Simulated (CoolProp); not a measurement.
n-dodecane along the isotherm 620 K: fugacity coefficient from the reference equation and from simpler models built on Tc = 658.1 K, pc = 1.818 MPa, ω = 0.574; each cubic takes its own stable root.

The numbers come from the reference Helmholtz-energy equation of state, Lemmon 2004 in CoolProp. It is a short technical equation, of lower accuracy than the large ones.

```json
[
 {"p (MPa)": "0.101", "phase": "gas", "reference": "0.9720"},
 {"p (MPa)": "0.202", "phase": "gas", "reference": "0.9443"},
 {"p (MPa)": "0.303", "phase": "gas", "reference": "0.9170"},
 {"p (MPa)": "0.404", "phase": "gas", "reference": "0.8900"},
 {"p (MPa)": "0.505", "phase": "gas", "reference": "0.8633"},
 {"p (MPa)": "0.606", "phase": "gas", "reference": "0.8368"},
 {"p (MPa)": "0.707", "phase": "gas", "reference": "0.8105"},
 {"p (MPa)": "0.808", "phase": "gas", "reference": "0.7843"},
 {"p (MPa)": "0.909", "phase": "gas", "reference": "0.7582"}
]
```

Q: How far does each simpler model (Soave-Redlich-Kwong, Peng-Robinson) lie from the reference over these 9 states: mean and median of the absolute difference, and the worst?

A: 
- Soave-Redlich-Kwong: mean 2.3 %, median 2.3 %, worst +4.2 % at 620 K and 0.909 MPa
- Peng-Robinson: mean 1.2 %, median 1.1 %, worst +2.2 % at 620 K and 0.909 MPa
